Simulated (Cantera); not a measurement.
**Ignition delay**

Mixture: 5.99 % CO, 2.10 % H2, 1.44 % CH4, 15.0 % O2, 75.4 % N2, equivalence ratio 0.46, at 443 Torr, adiabatic and at constant volume. Ignition delay is the time to a rise of 400 K.

Computed with Cantera and GRI-Mech 3.0 (53 species, 325 reactions). Below about 1000 K GRI-Mech 3.0 lacks low-temperature oxidation paths. Below about 950 K walls govern HO2 and H2O2 in real vessels.

| T0 (K) | delay (ms) |
|---|---|
| 948 | 9.73 |
| 998 | 3.69 |
| 1048 | 1.76 |
| 1098 | 0.991 |
| 1148 | 0.636 |
| 1198 | 0.450 |

```
Item                                                    Value
--------------------------------------------------  ---------
apparent activation energy between 1098 and 1198 K  86 kJ/mol
```
